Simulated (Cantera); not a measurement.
Input: 1 mol B2O3, 1.6 mol H2, a varied amount of N2, held at 1675 °C and 0.000180 bar.

Equilibrium computed with Cantera from the NASA thermochemical tables; the gas is ideal and each condensed phase is pure. Candidate condensed phases: B, BN, B2O3, B3O3H3, H2O; 39 gas species. Equilibrium is a limit: real reactors are often held back by kinetics, nucleation or transport.

x: gas mole fraction; nothing condenses.

```json
[
 {"n(N2) (mol)": "10", "x N2": "0.773", "x H2": "0.0905", "x B2O3": "0.0438", "x HBO2": "0.0304", "x BO": "0.0267", "x H": "0.0253", "x HBO": "?"},
 {"n(N2) (mol)": "33", "x N2": "0.914", "x H2": "0.0293", "x B2O3": "0.0141", "x HBO2": "0.0119", "x BO": "0.0125", "x H": "0.0144", "x HBO": "?"},
 {"n(N2) (mol)": "55", "x N2": "0.945", "x H2": "0.0170", "x B2O3": "0.00820", "x HBO2": "0.00768", "x BO": "0.00861", "x H": "0.0110", "x HBO": "?"},
 {"n(N2) (mol)": "77", "x N2": "0.959", "x H2": "0.0117", "x B2O3": "0.00568", "x HBO2": "0.00568", "x BO": "0.00668", "x H": "0.00911", "x HBO": "?"},
 {"n(N2) (mol)": "100", "x N2": "0.968", "x H2": "0.00866", "x B2O3": "0.00424", "x HBO2": "0.00447", "x BO": "0.00546", "x H": "0.00784", "x HBO": "?"},
 {"n(N2) (mol)": "120", "x N2": "0.973", "x H2": "0.00700", "x B2O3": "0.00345", "x HBO2": "0.00377", "x BO": "0.00474", "x H": "0.00705", "x HBO": "?"},
 {"n(N2) (mol)": "140", "x N2": "0.976", "x H2": "0.00582", "x B2O3": "0.00290", "x HBO2": "0.00325", "x BO": "0.00420", "x H": "0.00643", "x HBO": "?"},
 {"n(N2) (mol)": "170", "x N2": "0.980", "x H2": "0.00460", "x B2O3": "0.00232", "x HBO2": "0.00270", "x BO": "0.00360", "x H": "0.00571", "x HBO": "?"},
 {"n(N2) (mol)": "190", "x N2": "0.982", "x H2": "0.00402", "x B2O3": "0.00204", "x HBO2": "0.00242", "x BO": "0.00329", "x H": "0.00534", "x HBO": "?"}
]
```

Fill in the missing entries.


- 10, x HBO: 0.00626
- 33, x HBO: 0.00166
- 55, x HBO: 0.000873
- 77, x HBO: 0.000562
- 100, x HBO: 0.000396
- 120, x HBO: 0.000308
- 140, x HBO: 0.000249
- 170, x HBO: 0.000190
- 190, x HBO: 0.000162
